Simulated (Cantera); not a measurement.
Feed: 1 mol Si, 0.047 mol H₂O, 62 mol N₂, held at 0.0480 bar.

Equilibrium computed with Cantera from the NASA thermochemical tables; the gas is ideal and each condensed phase is pure. Candidate condensed phases: H₂O, Si, SiO₂, Si₂N₂O, Si₃N₄; 35 gas species. Mutual solubility and eutectic melting of coexisting phases are not modelled. Rates play no part.

### Question
Which condensed phases are stable at each of these points (T (°C)): 1275, 1325, 1375, 1425, 1475, 1525, 1575, 1625, 1675, 1725, 1775, 1825, 1875?

### Answer
```csv
T (°C),condensed phases,Si condensed (%)
1275,Si₂N₂O(s) + Si₃N₄(s),100.0
1325,Si₂N₂O(s) + Si₃N₄(s),99.8
1375,Si₂N₂O(s) + Si₃N₄(s),99.3
1425,Si₂N₂O(s) + Si₃N₄(s),97.6
1475,Si₃N₄(s),95.3
1525,Si₃N₄(s),95.1
1575,Si₃N₄(s),94.8
1625,Si₃N₄(s),93.5
1675,Si(l),91.5
1725,Si(l),88.5
1775,Si(l),83.4
1825,Si(l),75.1
1875,Si(l),61.7
```

From 1275 °C to 1425 °C the condensed part is Si₂N₂O(s) + Si₃N₄(s). From 1475 °C to 1625 °C the condensed part is Si₃N₄(s). From 1675 °C to 1875 °C the condensed part is Si(l).
